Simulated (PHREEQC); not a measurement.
A solution holds 0.097 mol Na2SeO4 and 0.0027 mol FeCl3 per kg of water, at 25 °C. Closed to the air; pH follows from the charge balance.

All values are PHREEQC results (ion-association model, wateq4f.dat), not measurements.

Precipitation was switched off in this run.

**Question.** What pH does the model give?

**Answer.** pH 3.06.

**Question.** In which forms is Se present?

**Answer.** SeO4-2 98 %, HSeO4- 1.5 % of the Se.

Saturation is exceeded, for instance for Hematite (slow to form), Goethite (slow to form); the values hold only as long as no solid forms. Species that the database lacks are ignored.
